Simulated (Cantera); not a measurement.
# Equilibrium for silicon oxide and oxynitride deposition: Si₂H₆ + NO

Input: 1 mol Si₂H₆, a varied amount of NO, held at 402 °C and 100000 Pa.

These are equilibrium values from Cantera (NASA tables, ideal gas, pure condensed phases), not measurements of a reactor. Candidate condensed phases: H₂O, Si, SiO₂, Si₂N₂O, Si₃N₄; 35 gas species. The feed counts by its element totals alone. Kinetics and transport are ignored.

From 1.8 mol NO to 3.4 mol NO the condensed part is SiO₂(α-quartz) + Si₂N₂O(s). From 4 mol NO to 10 mol NO the condensed part is SiO₂(α-quartz).

```
n(NO) (mol)    x H₂    x N₂    x H₂O    x O₂     x NH₃    x NO₂     x NO  n SiO₂(α-quartz)  n Si₂N₂O(s)
-----------  ------  ------  -------  ------  --------  -------  -------  ----------------  -----------
1.8           0.946  0.0514  4.14e-6  <1e-12   0.00273   <1e-12   <1e-12             0.533        0.733
2.1           0.876   0.121  5.09e-6  <1e-12   0.00372   <1e-12   <1e-12             0.733        0.633
2.5           0.797   0.199  5.48e-6  <1e-12   0.00415   <1e-12   <1e-12             1.000        0.500
2.9           0.731   0.264  5.53e-6  <1e-12   0.00421   <1e-12   <1e-12              1.27        0.367
3.4           0.663   0.333  5.41e-6  <1e-12   0.00408   <1e-12   <1e-12              1.60        0.200
4             0.597   0.400  5.17e-6  <1e-12   0.00381   <1e-12   <1e-12              2.00            0
4.6           0.450   0.434    0.114  <1e-12   0.00260   <1e-12   <1e-12              2.00            0
5.4           0.279   0.474    0.246  <1e-12   0.00133   <1e-12   <1e-12              2.00            0
6.4          0.0964   0.516    0.387  <1e-12  0.000281   <1e-12   <1e-12              2.00            0
7.5          <1e-12   0.536    0.429  0.0357    <1e-12  3.45e-8  5.35e-8              2.00            0
8.8          <1e-12   0.530    0.361   0.108    <1e-12  1.04e-7  9.28e-8              2.00            0
10           <1e-12   0.526    0.316   0.158    <1e-12  1.51e-7  1.12e-7              2.00            0
```
x: gas mole fraction; n: condensed amount in mol.
